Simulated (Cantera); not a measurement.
Feed: 1 mol SiC, 0.66 mol N₂O, 6.2 mol N₂, held at 1848 K and 5.00 bar.

These are equilibrium values from Cantera (NASA tables, ideal gas, pure condensed phases), not measurements of a reactor. Candidate condensed phases: C, Si, SiC, SiO₂, Si₂N₂O, Si₃N₄; 34 gas species. The numbers say what is thermodynamically allowed, not how fast it happens.

Base state: N₂ 0.975, CO 0.0245, SiO 5.26e-5 (mole fractions); condensed: C(graphite) + Si₂N₂O(s).

What changes in the equilibrium state with this change: temperature from 1848 K to 1950 K?


```csv
species,before,after
N₂,0.975,0.973
CO,0.0245,0.0266
SiO,5.26e-5,0.000220
"C(graphite), mol",0.840,0.796
"Si₂N₂O(s), mol",0.500,0.484
"SiC(s), mol",0,0.0297
```
Mutual solubility and eutectic melting of coexisting phases are not modelled.

What changes in the equilibrium state with this change: temperature from 1848 K to 1173.15 K?


```json
[
 {"species": "N₂", "before": "0.975", "after": "0.997"},
 {"species": "CO", "before": "0.0245", "after": "0.00302"},
 {"species": "SiO", "before": "5.26e-5", "after": "<1e-9"},
 {"species": "C(graphite), mol", "before": "0.840", "after": "0.981"},
 {"species": "Si₂N₂O(s), mol", "before": "0.500", "after": "0.453"},
 {"species": "SiO₂(β-quartz), mol", "before": "0", "after": "0.0937"}
]
```
Mutual solubility and eutectic melting of coexisting phases are not modelled. The tables hold silica as quartz up to 1696 K and as liquid above; real silica turns to tridymite and cristobalite and melts near 1996 K.
